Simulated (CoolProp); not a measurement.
Vapour-liquid equilibrium of carbon dioxide (1) + R227EA (2) at 0.519 MPa; x and y are mole fractions of (1).

The numbers come from the multi-fluid Helmholtz-energy mixture model, Span 1996 and Lemmon 2016; pair parameters Bell 2016 in CoolProp.

Question: Give the bubble temperature and the first vapour's composition at x = 0.05, 0.425, 0.875. Is there an azeotrope?

Answer: x = 0.05: 289.7 K, y = 0.328; x = 0.425: 238.9 K, y = 0.941; x = 0.875: 220.0 K, y = 0.995. No azeotrope shows between x = 0.05 and 0.95.

Pair parameters are fitted to limited data, so mixtures are less certain than the pure fluids.
